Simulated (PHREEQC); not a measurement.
Polishing slurry liquid: speciation

Solution (25 °C): 2.2 mmol/kgw H2SO4 and 26 mmol/kgw KH2PO4. Closed to the air; pH follows from the charge balance.

The numbers come from PHREEQC with the ion-association model, wateq4f.dat.

```yaml
pH: 2.97
ionic_strength: 0.0289 mol/kgw
total_alkalinity: -4.40 meq/kg
```

```csv
species,molality,activity,log γ
K+,0.0258,0.0219,-0.072
H2PO4-,0.0229,0.0197,-0.067
H3PO4,0.00306,0.00308,0.003
SO4-2,0.00190,0.00101,-0.272
H+,0.00122,0.00106,-0.058
KSO4-,0.000181,0.000156,-0.067
HSO4-,0.000123,0.000105,-0.069
HPO4-2,2.14e-6,1.15e-6,-0.271
KHPO4-,5.70e-8,4.89e-8,-0.067
```

No solid was allowed to form. Complexes and solids missing from the database can't appear. H3PO4, which wateq4f.dat lacks, is added to it with the constant of phreeqc.dat.
